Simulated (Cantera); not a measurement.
A freely propagating, adiabatic, planar premixed flame of H2 : O2 : N2 = 1 : 0.385 : 1.45 (molar parts), equivalence ratio 1.3, unburnt at 400 K and 1730 Torr; mixture-averaged transport, grid criteria slope 0.08 and curve 0.16, no radiation.

Detailed kinetics in Cantera: the H2/O2 subset of GRI-Mech 3.0, which has no nitrogen chemistry. The hydrogen kinetics of GRI-Mech 3.0 are dated; newer H2 mechanisms differ, most at raised pressure. Burning velocities carry a grid error of a few per cent, more on coarse grids.

How do the results move with these cheaper or finer settings: unity-Lewis-number transport; multicomponent transport; multicomponent+Soret transport; grid criteria slope 0.5, curve 1; grid criteria slope 0.25, curve 0.5; grid criteria slope 0.03, curve 0.06?


```
setting                               laminar burning velocity  thermal thickness  peak x(O)  peak x(OH)  grid points
------------------------------------  ------------------------  -----------------  ---------  ----------  -----------
as above                                              456 cm/s           0.128 mm    0.00656      0.0124          114
unity-Lewis-number transport                          298 cm/s           0.117 mm    0.00617      0.0123          111
multicomponent transport                              447 cm/s           0.127 mm    0.00648      0.0123          114
multicomponent+Soret transport                        419 cm/s           0.124 mm    0.00653      0.0125          114
grid criteria slope 0.5, curve 1                      485 cm/s           0.163 mm    0.00687      0.0137           37
grid criteria slope 0.25, curve 0.5                   465 cm/s           0.138 mm    0.00645      0.0126           56
grid criteria slope 0.03, curve 0.06                  453 cm/s           0.125 mm    0.00654      0.0122          254
```
Unity Lewis numbers drop preferential diffusion, which matters most where H2 and H carry the flame; Soret adds thermal diffusion.
